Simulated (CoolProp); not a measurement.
Vapour-liquid equilibrium of n-butane (1) + cis-2-butene (2) at 0.00371 MPa; x and y are mole fractions of (1).

Values from CoolProp's multi-fluid Helmholtz-energy mixture model, Bücker 2006 and Lemmon 2005; pair parameters Bell 2016.

```
x      bubble temperature (°C)  y at the bubble point  dew temperature at overall composition x (°C)  liquid density (mol/L)
-----  -----------------------  ---------------------  ---------------------------------------------  ----------------------
0.05                     -60.4                  0.076                                          -60.3                   12.56
0.125                    -60.9                  0.179                                          -60.7                   12.47
0.2                      -61.4                  0.270                                          -61.1                   12.38
0.275                    -61.8                  0.353                                          -61.4                   12.28
0.35                     -62.2                  0.430                                          -61.8                   12.19
0.425                    -62.5                  0.503                                          -62.2                   12.10
0.5                      -62.8                  0.572                                          -62.5                   12.01
0.575                    -63.1                  0.640                                          -62.8                   11.93
0.65                     -63.4                  0.706                                          -63.1                   11.84
0.725                    -63.6                  0.770                                          -63.4                   11.76
0.8                      -63.8                  0.834                                          -63.7                   11.67
0.875                    -64.0                  0.897                                          -64.0                   11.59
0.95                     -64.2                  0.959                                          -64.2                   11.51
```

No azeotrope shows between x = 0.05 and 0.95.

The pair parameters rest on a limited set of measurements; away from them the model extrapolates.
